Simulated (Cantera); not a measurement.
Gas mixture: N2 : N2O = 0.72 : 0.85 (molar parts), at 0.118 atm, frozen composition.

Cantera's kinetic-theory transport with the Lennard-Jones parameters of GRI-Mech 3.0, ideal gas; thermal conductivity in the multicomponent form. The composition is frozen, though it would react at the higher temperatures.

D: mixture-averaged diffusion coefficient of that species in the mixture.

```tsv
T (K)	ρ (kg/m³)	cp (J/kg/K)	μ (µPa s)	λ (mW/m/K)	Pr	D (cm²/s) C2H2	D (cm²/s) CO2	D (cm²/s) OH
400	0.132	997.0	20.6	(withheld)	0.722	2.01	1.86	3.85
550	0.0962	1071	26.5	(withheld)	0.727	3.56	3.32	6.67
700	0.0756	1131	31.7	(withheld)	0.729	5.44	5.08	10.1
850	0.0623	1183	36.4	(withheld)	0.729	7.61	7.12	14.0
1000	0.0529	1225	40.8	(withheld)	0.729	10.0	9.41	18.3
1150	0.0460	1254	44.9	(withheld)	0.729	12.7	11.9	23.2
```

Problem. Some entries are withheld; supply them.

Solution. 
- 400, λ (mW/m/K): 28.5
- 550, λ (mW/m/K): 39.0
- 700, λ (mW/m/K): 49.2
- 850, λ (mW/m/K): 59.1
- 1000, λ (mW/m/K): 68.5
- 1150, λ (mW/m/K): 77.2
